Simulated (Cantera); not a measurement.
An adiabatic, constant-volume homogeneous reactor starts with 3.51 % CH₄, 0.457 % H₂, 20.2 % O₂, 75.9 % N₂, equivalence ratio 0.36, at 1125 K and 3.00 bar.

Model: GRI-Mech 3.0 (53 species, 325 reactions), integrated in Cantera.

x: mole fraction; the columns are a selection and need not sum to one.

```json
[
 {"t (s)": "3.00e-6", "T (K)": "1125", "P (bar)": "3.00", "x CH₄": "0.0351", "x H₂": "0.00457", "x O₂": "0.202", "x H₂O": "5.56e-11", "x CO₂": "<1e-12", "x H₂O₂": "<1e-12"},
 {"t (s)": "8.42e-6", "T (K)": "1125", "P (bar)": "3.00", "x CH₄": "0.0351", "x H₂": "0.00457", "x O₂": "0.202", "x H₂O": "2.64e-10", "x CO₂": "<1e-12", "x H₂O₂": "3.55e-12"},
 {"t (s)": "2.36e-5", "T (K)": "1125", "P (bar)": "3.00", "x CH₄": "0.0351", "x H₂": "0.00457", "x O₂": "0.202", "x H₂O": "1.09e-9", "x CO₂": "<1e-12", "x H₂O₂": "2.78e-11"},
 {"t (s)": "6.62e-5", "T (K)": "1125", "P (bar)": "3.00", "x CH₄": "0.0351", "x H₂": "0.00457", "x O₂": "0.202", "x H₂O": "5.30e-9", "x CO₂": "<1e-12", "x H₂O₂": "2.14e-10"},
 {"t (s)": "0.000186", "T (K)": "1125", "P (bar)": "3.00", "x CH₄": "0.0351", "x H₂": "0.00457", "x O₂": "0.202", "x H₂O": "3.49e-8", "x CO₂": "<1e-12", "x H₂O₂": "1.59e-9"},
 {"t (s)": "0.000521", "T (K)": "1125", "P (bar)": "3.00", "x CH₄": "0.0351", "x H₂": "0.00457", "x O₂": "0.202", "x H₂O": "3.52e-7", "x CO₂": "5.35e-12", "x H₂O₂": "1.20e-8"},
 {"t (s)": "0.00146", "T (K)": "1125", "P (bar)": "3.00", "x CH₄": "0.0351", "x H₂": "0.00456", "x O₂": "0.202", "x H₂O": "1.19e-5", "x CO₂": "2.42e-9", "x H₂O₂": "1.81e-7"},
 {"t (s)": "0.00410", "T (K)": "1130", "P (bar)": "3.01", "x CH₄": "0.0346", "x H₂": "0.00446", "x O₂": "0.201", "x H₂O": "___", "x CO₂": "___", "x H₂O₂": "___"},
 {"t (s)": "0.0115", "T (K)": "2130", "P (bar)": "5.67", "x CH₄": "<1e-12", "x H₂": "6.31e-5", "x O₂": "0.129", "x H₂O": "0.0739", "x CO₂": "0.0350", "x H₂O₂": "1.76e-7"},
 {"t (s)": "0.0323", "T (K)": "2128", "P (bar)": "5.67", "x CH₄": "<1e-12", "x H₂": "6.25e-5", "x O₂": "0.128", "x H₂O": "0.0740", "x CO₂": "0.0350", "x H₂O₂": "1.75e-7"},
 {"t (s)": "0.0906", "T (K)": "2124", "P (bar)": "5.65", "x CH₄": "<1e-12", "x H₂": "6.11e-5", "x O₂": "0.128", "x H₂O": "0.0740", "x CO₂": "0.0350", "x H₂O₂": "1.72e-7"},
 {"t (s)": "0.254", "T (K)": "2116", "P (bar)": "5.63", "x CH₄": "<1e-12", "x H₂": "5.84e-5", "x O₂": "0.126", "x H₂O": "0.0740", "x CO₂": "0.0350", "x H₂O₂": "1.67e-7"},
 {"t (s)": "0.713", "T (K)": "2109", "P (bar)": "5.62", "x CH₄": "<1e-12", "x H₂": "5.61e-5", "x O₂": "0.125", "x H₂O": "0.0740", "x CO₂": "0.0351", "x H₂O₂": "1.63e-7"},
 {"t (s)": "2.00", "T (K)": "2108", "P (bar)": "5.61", "x CH₄": "<1e-12", "x H₂": "5.58e-5", "x O₂": "0.125", "x H₂O": "0.0740", "x CO₂": "0.0351", "x H₂O₂": "1.62e-7"}
]
```

Question: Some entries are withheld; supply them.

Answer: 
- 0.00410, x H₂O: 0.000590
- 0.00410, x CO₂: 7.08e-7
- 0.00410, x H₂O₂: 2.67e-6
